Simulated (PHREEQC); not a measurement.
1 kg of water holding 7.2 mmol/kgw NaCl and 63 mmol/kgw KCl is evaporated at 40 °C; the solids stay in contact with the brine. No CO2 enters from the air. The run lets Halite, Sylvite precipitate or redissolve, and no other solid.

Base run: PHREEQC, Pitzer model, pitzer.dat. Each further column changes one thing. The table gives water activity.

```
H2O removed (mol)   base  temperature from 40 to 25 °C  temperature from 40 to 5 °C
-----------------  -----  ----------------------------  ---------------------------
0                  0.998                         0.998                        0.998
24.69              0.996                         0.996                        0.996
41.44              0.991                         0.991                        0.991
47.7               0.984                         0.984                        0.984
51.94              0.965                         0.965                        0.966
53.53              0.936                         0.937                        0.938
54.41              0.883                         0.885                        0.888
55.01              0.808                         0.830                        0.865
55.23              0.796                         0.818                        0.852
```

Away from 25 °C the constants follow the database's enthalpies or fits; those with neither stay at their 25 °C values.
